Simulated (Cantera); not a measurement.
An isothermal, constant-pressure homogeneous reactor starts with CH4 : CO2 : H2 = 1 : 1.8 : 0.038 (molar parts), at 1350 K and 101000 Pa.

Detailed kinetics in Cantera: GRI-Mech 3.0 (53 species, 325 reactions).

x: mole fraction; the columns are a selection and need not sum to one.

```csv
t (s),x CH4,x CO2,x H2,x HO2,x CH3,x CH2O
0.000200,0.352,0.634,0.0134,<1e-12,2.41e-6,2.84e-11
0.000502,0.352,0.634,0.0134,<1e-12,5.69e-6,4.06e-10
0.00126,0.352,0.634,0.0134,<1e-12,1.06e-5,4.33e-9
0.00317,0.352,0.634,0.0134,<1e-12,1.29e-5,2.33e-8
0.00796,0.352,0.634,0.0134,<1e-12,…,…
0.0200,0.352,0.634,0.0135,<1e-12,1.69e-5,2.13e-7
0.0502,0.352,0.634,0.0137,<1e-12,…,…
0.126,0.350,0.634,0.0145,<1e-12,2.61e-5,7.18e-7
0.317,0.347,0.632,0.0171,<1e-12,2.74e-5,7.70e-7
0.796,0.338,0.625,0.0244,<1e-12,2.60e-5,7.20e-7
2.00,0.316,0.607,0.0393,<1e-12,2.34e-5,6.45e-7
```

Fill in the missing entries.


- 0.00796, x CH3: 1.42e-5
- 0.00796, x CH2O: 7.67e-8
- 0.0502, x CH3: 2.14e-5
- 0.0502, x CH2O: 4.81e-7
